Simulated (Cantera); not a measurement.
An isothermal, constant-pressure homogeneous reactor starts with CO : O₂ : H₂O : N₂ = 0.0022 : 0.0069 : 0.022 : 1 (molar parts), at 1400 K and 5.00 bar.

Model: GRI-Mech 3.0 (53 species, 325 reactions), integrated in Cantera.

**Question.** Predict: x(CO) at 300 s; x(O₂) at 300 s; x(H₂O) at 300 s; x(NO) at 300 s; x(O) at 300 s; x(H₂) at 300 s.

**Answer.** 
```json
{
 "x(CO) at 300 s": "1.26e-8 (gas-phase equilibrium 1.26e-8)",
 "x(O₂) at 300 s": "0.00563 (gas-phase equilibrium 0.00556)",
 "x(H₂O) at 300 s": "0.0214 (gas-phase equilibrium 0.0214)",
 "x(NO) at 300 s": "3.22e-7 (gas-phase equilibrium 0.000132)",
 "x(O) at 300 s": "3.20e-8 (gas-phase equilibrium 3.18e-8)",
 "x(H₂) at 300 s": "5.79e-8 (gas-phase equilibrium 5.82e-8)"
}
```
